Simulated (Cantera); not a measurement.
An isothermal, constant-pressure homogeneous reactor starts with CO : O2 : H2O : N2 = 0.02 : 0.038 : 0.007 : 1 (molar parts), at 1400 K and 13300 Pa. Integrator tolerance rtol = 1e-08.

Cantera simulation using GRI-Mech 3.0 (53 species, 325 reactions); the numbers are that mechanism's predictions, not measurements.

| quantity | before | after |
|---|---|---|
| x(CO) at 20.0 s | 3.15e-7 (gas-phase equilibrium 3.15e-7) | 7.28e-7 (gas-phase equilibrium 3.26e-12) |
| x(O2) at 20.0 s | 0.0265 (gas-phase equilibrium 0.0264) | 0.0265 (gas-phase equilibrium 0.0265) |
| x(H2O) at 20.0 s | 0.00663 (gas-phase equilibrium 0.00663) | 0.00663 (gas-phase equilibrium 0.00664) |
| x(NO) at 20.0 s | 5.61e-6 (gas-phase equilibrium 0.000283) | 4.91e-8 (gas-phase equilibrium 6.88e-6) |
| x(OH) at 20.0 s | 7.85e-6 (gas-phase equilibrium 7.84e-6) | 3.39e-7 (gas-phase equilibrium 1.05e-8) |
| x(NO2) at 20.0 s | 5.39e-9 (gas-phase equilibrium 2.71e-7) | 2.98e-9 (gas-phase equilibrium 6.91e-8) |

Which change was made?
A) O2 0.038 to 0.012 parts
B) temperature 1400 to 950 K
C) temperature 1400 to 1250 K
D) temperature 1400 to 1200 K

B, temperature 1400 to 950 K
